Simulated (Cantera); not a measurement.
**Thermodynamics of carbothermic reduction, feed SiO₂ + C + N₂**

Charge: 1 mol SiO₂, 3.6 mol C, 0.97 mol N₂, equilibrated at 0.000190 bar.

Equilibrium computed with Cantera from the NASA thermochemical tables; the gas is ideal and each condensed phase is pure. Candidate condensed phases: C, Si, SiC, SiO₂, Si₂N₂O, Si₃N₄; 34 gas species. The tables' values for SiN are old estimates; treat these amounts as uncertain. The numbers say what is thermodynamically allowed, not how fast it happens.

```json
[
 {"T (K)": "1700", "x CO": "0.671", "x N₂": "0.327", "x Si": "5.30e-5", "x SiC₂": "4.16e-7", "x Si₂C": "3.20e-7", "n C(graphite)": "0.616", "n SiC(s)": "0.992"},
 {"T (K)": "1775", "x CO": "0.670", "x N₂": "0.327", "x Si": "0.000248", "x SiC₂": "3.12e-6", "x Si₂C": "2.30e-6", "n C(graphite)": "0.621", "n SiC(s)": "0.989"},
 {"T (K)": "1850", "x CO": "0.668", "x N₂": "0.326", "x Si": "0.00102", "x SiC₂": "1.98e-5", "x Si₂C": "1.40e-5", "n C(graphite)": "0.628", "n SiC(s)": "0.984"},
 {"T (K)": "1925", "x CO": "0.666", "x N₂": "0.325", "x Si": "0.00376", "x SiC₂": "0.000108", "x Si₂C": "7.42e-5", "n C(graphite)": "0.642", "n SiC(s)": "0.973"},
 {"T (K)": "2000", "x CO": "0.658", "x N₂": "0.322", "x Si": "0.0126", "x SiC₂": "0.000520", "x Si₂C": "0.000344", "n C(graphite)": "0.674", "n SiC(s)": "0.940"},
 {"T (K)": "2075", "x CO": "0.638", "x N₂": "0.313", "x Si": "0.0384", "x SiC₂": "0.00223", "x Si₂C": "0.00143", "n C(graphite)": "0.760", "n SiC(s)": "0.843"},
 {"T (K)": "2150", "x CO": "0.583", "x N₂": "0.286", "x Si": "0.108", "x SiC₂": "0.00858", "x Si₂C": "0.00534", "n C(graphite)": "1.01", "n SiC(s)": "0.541"},
 {"T (K)": "2225", "x CO": "0.506", "x N₂": "0.248", "x Si": "0.208", "x SiC₂": "0.0220", "x Si₂C": "0.00969", "n C(graphite)": "1.41", "n SiC(s)": "0"},
 {"T (K)": "2300", "x CO": "0.505", "x N₂": "0.246", "x Si": "0.211", "x SiC₂": "0.0292", "x Si₂C": "0.00515", "n C(graphite)": "1.36", "n SiC(s)": "0"}
]
```
x: gas mole fraction; n: condensed amount in mol.

From 1700 K to 2150 K the condensed part is C(graphite) + SiC(s). From 2225 K to 2300 K the condensed part is C(graphite). The main Si-bearing gas is SiO at 1700 K and Si at 2300 K.
